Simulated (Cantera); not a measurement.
A freely propagating, adiabatic, planar premixed flame of C3H8 : O2 : N2 = 1 : 6.41 : 24.1 (molar parts), equivalence ratio 0.78, unburnt at 575 K and 750 Torr; mixture-averaged transport, grid criteria slope 0.08 and curve 0.16, no radiation.

Detailed kinetics in Cantera: GRI-Mech 3.0 (53 species, 325 reactions). GRI-Mech 3.0 was tuned for natural gas; its chemistry of propane as a main component is partial and can be far from experiment. Burning velocities carry a grid error of a few per cent, more on coarse grids.

x: mole fraction of selected species; z is measured from the peak of heat release.

```tsv
z (mm)	T (K)	u (m/s)	x C3H8	x O2	x HCO	x CH4	x CO	x CH2O
-0.927	575	1.21	0.0317	0.203	<1e-8	5.94e-7	3.79e-6	2.23e-7
-0.618	576	1.21	0.0317	0.203	<1e-8	6.53e-6	4.82e-5	3.83e-6
-0.464	581	1.22	0.0316	0.202	<1e-8	[?]	[?]	[?]
-0.309	612	1.29	0.0313	0.199	<1e-8	0.000149	0.00138	0.000162
-0.155	864	1.86	0.0252	0.174	4.04e-7	0.00107	0.0122	0.00125
-0.0773	1211	2.67	0.0111	0.139	1.47e-5	0.00194	0.0298	0.00173
0	[?]	3.55	[?]	[?]	[?]	[?]	0.0496	[?]
0.0773	1743	3.92	1.47e-6	0.0722	2.04e-5	0.000188	0.0501	9.83e-5
0.155	1797	4.03	<1e-8	0.0623	1.43e-6	1.43e-5	0.0411	5.76e-6
0.309	1863	4.15	<1e-8	0.0552	4.76e-8	5.60e-8	0.0285	1.87e-8
0.618	1947	4.31	<1e-8	0.0507	2.13e-8	<1e-8	0.0193	<1e-8
1.24	2036	4.48	<1e-8	0.0479	<1e-8	<1e-8	0.0143	<1e-8
2.47	2114	4.63	<1e-8	0.0456	<1e-8	<1e-8	0.00985	<1e-8
```

**Question.** Fill in the missing entries.

**Answer.** 
- -0.464, x CH4: 2.76e-5
- -0.464, x CO: 0.000223
- -0.464, x CH2O: 2.13e-5
- 0, T (K): 1580
- 0, x C3H8: 0.000621
- 0, x O2: 0.0967
- 0, x HCO: 7.44e-5
- 0, x CH4: 0.00120
- 0, x CH2O: 0.000839
